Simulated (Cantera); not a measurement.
A closed system holds: 1 mol SiH4, 0.047 mol Cl2, a varied amount of H2, 0.57 mol HCl, equilibrated at 1473.15 K and 1.30 bar.

Equilibrium computed with Cantera from the NASA thermochemical tables; the gas is ideal and each condensed phase is pure. Candidate condensed phases: Si; 19 gas species. The tables' values for SiCl3 are old estimates; treat these amounts as uncertain. Rates play no part.

log p: log10 of the partial pressure in bar; n: condensed amount in mol.

```csv
n(H2) (mol),log p H2,log p HCl,log p SiCl2,log p SiHCl3,n Si(s)
30,0.11,-1.64,-2.88,-4.06,0.960
120,0.11,-2.17,-3.95,-5.67,0.988
210,0.11,-2.40,-4.42,-6.36,0.992
290,0.11,…,…,…,0.994
380,0.11,…,…,…,0.995
470,0.11,-2.74,-5.10,-7.39,0.995
560,0.11,-2.82,-5.25,-7.62,0.996
650,0.11,-2.88,-5.38,-7.81,0.996
```

Problem. What belongs in the gaps?

Solution. 
- 290, log p HCl: -2.54
- 290, log p SiCl2: -4.69
- 290, log p SiHCl3: -6.77
- 380, log p HCl: -2.65
- 380, log p SiCl2: -4.92
- 380, log p SiHCl3: -7.12
